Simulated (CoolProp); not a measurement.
Vapour-liquid equilibrium of CH2F2 (R32) (1) + R227EA (2) at 0.0248 MPa; x and y are mole fractions of (1).

Model: multi-fluid Helmholtz-energy mixture model, Tillner-Roth 1997 and Lemmon 2016; pair parameters Bell 2016, in CoolProp.

Task: Give the bubble temperature and the first vapour's composition at x = 0.35, 0.65, 0.8. Is there an azeotrope?

Result: x = 0.35: -67.0 °C, y = 0.840; x = 0.65: -72.4 °C, y = 0.927; x = 0.8: -73.9 °C, y = 0.953. No azeotrope shows between x = 0.05 and 0.95.

The pair parameters rest on a limited set of measurements; away from them the model extrapolates.
